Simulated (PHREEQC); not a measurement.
Solution A (0.0031 mol/kgw NaH2PO4) is mixed with solution B (0.23 mol HF, 0.016 mol H2SiF6, 0.01 mol H3PO4 and 0.0043 mol H2SO4 per kg of water) at 20 °C; shares are by mass of water, 1 kg in all. O2 is buffered at 0.21 atm. The system is closed to CO2. Only these solids could form: Chalcedony, Mirabilite.

Equilibrium calculation in PHREEQC: ion-association model, wateq4f.dat.

```tsv
share of solution B	pH	H3PO4 (mol/kgw)	HSO4- (mol/kgw)	HF (mol/kgw)	SO4-2 (mol/kgw)	H2F2 (mol/kgw)
0	4.91	4.97e-6	0	0	0	0
0.1	2.25	0.00156	0.000113	0.0180	0.000314	0.00101
0.2	2.02	0.00242	0.000314	0.0347	0.000542	0.00376
0.3	1.87	0.00319	___	0.0494	0.000727	0.00765
0.4	1.77	0.00392	0.000830	0.0627	0.000885	0.0123
0.5	1.69	0.00463	0.00112	0.0749	___	0.0176
0.6	1.62	0.00532	0.00143	0.0861	0.00115	0.0233
0.7	1.56	___	0.00175	0.0967	0.00126	0.0294
0.8	1.51	0.00670	0.00207	0.107	0.00137	0.0358
0.9	1.47	0.00739	0.00241	0.116	0.00146	0.0425
1	1.43	0.00807	0.00275	0.125	0.00155	0.0495
```

### Question
Fill in the missing entries.

### Answer

- 0.3, HSO4- (mol/kgw): 0.000558
- 0.5, SO4-2 (mol/kgw): 0.00102
- 0.7, H3PO4 (mol/kgw): 0.00602

Species that the database lacks are ignored. wateq4f.dat counts part of the HF as a dimer, H2F2, which phreeqc.dat doesn't know; its constant is uncertain. H3PO4, which wateq4f.dat lacks, is added to it with the constant of phreeqc.dat. SiF6-2 is the database's only silicon fluoride.
